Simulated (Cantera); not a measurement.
A Cantera script and what it prints.

```python
import numpy as np
import cantera as ct

gas_names = [...]  # 109 gases of nasa_gas.yaml made of C, Cl, H, Si
cond_names = """
    C(gr) C6H6(L) C7H8(L) C8H18(L),n-octa Si(cr) Si(L) SiC(b)
""".split()


# ... load() reads the species with a 1 bar reference pressure and builds the phases ...
atoms = {
    'SiCl4': {'Si': 1, 'CL': 4},
    'C3H8': {'C': 3, 'H': 8},
    'H2': {'H': 2},
}
top_T = {'C(gr)': 4500, 'SiC(b)': 3050}  # K; cautious upper limits of use, not melting points


# ... equilibrate(T, P, feed) seeds the gas with the atoms and calls Mixture.equilibrate('TP', solver="vcs", rtol=1e-11, max_steps=5000) ...
results = []
feed = {'SiCl4': 1, 'C3H8': 0.33, 'H2': 13}  # mol
T = 2073.15  # K
P = 1000  # Pa
mix = equilibrate(T, P, feed)
results.append((T, P, feed, dict(zip(mix.species_names, mix.species_moles))))
print(gas.report(threshold=0.0001))
for i in range(1, mix.n_phases):
    print(f"{mix.phase(i).name:16s} {mix.phase_moles(i):12.5e} mol")
```

Result:

```
       temperature   2073.2 K
          pressure   1000 Pa
           density   0.00061725 kg/m^3
  mean mol. weight   10.64 kg/kmol
   phase of matter   gas

                          1 kg             1 kmol
                     ---------------   ---------------
          enthalpy        3.8061e+06        4.0496e+07  J
   internal energy        2.1861e+06        2.3259e+07  J
           entropy             23311        2.4801e+05  J/K
    Gibbs function        -4.452e+07       -4.7368e+08  J
 heat capacity c_p            3254.4             34626  J/K
 heat capacity c_v              2473             26311  J/K

                      mass frac. Y      mole frac. X     chem. pot. / RT
                     ---------------   ---------------   ---------------
    C2H2,acetylene         0.0022336         0.0009127           -30.181
                CL           0.01624         0.0048742           -25.674
                 H         0.0021513          0.022707           -12.248
               HCL           0.74138           0.21636           -37.922
                H2           0.14098           0.74403           -24.496
                Si         0.0018757        0.00071057           -8.7325
              SiCL         0.0022517        0.00037707           -34.406
             SiCL2          0.091811         0.0098685            -60.08
     [ +101 minor]         0.0010788        0.00016244

C(gr)             1.42337e-01 mol
Si(L)             0.00000e+00 mol
SiC(b)            8.15484e-01 mol
```

Method: chemical equilibrium by Gibbs-energy minimisation in Cantera with the NASA 1993 tables (ideal gas, pure condensed phases). The tables' values for SiCl, SiCl3 are old estimates; treat these amounts as uncertain.
